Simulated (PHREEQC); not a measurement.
Solution (25 °C): 0.0099 mol/kgw CaCl2, 0.00014 mol/kgw NaF and 9.7e-05 mol/kgw NaCl. Closed to the air; pH follows from the charge balance.

Equilibrium calculation in PHREEQC: ion-association model, phreeqc.dat.

Each row changes one thing in this solution. No solid was allowed to form.

```tsv
case	pH	SI of Halite (NaCl)
as made	7.00	-7.04
NaF left out	6.97	-7.43
diluted 10-fold with water	7.00	-8.95
CaCl2 left out	7.04	-9.22
NaF from 0.00014 to 0.000154 mol/kgw	7.01	-7.01
temperature from 25 to 80 °C	6.36	-7.09
NaF from 0.00014 to 0.0014 mol/kgw	7.17	-6.24
NaF from 0.00014 to 7e-05 mol/kgw	6.99	-7.19
```

Some of these states are supersaturated (in Fluorite, for instance). At this temperature some constants are extrapolated from 25 °C, and those without enthalpy data are left unchanged.
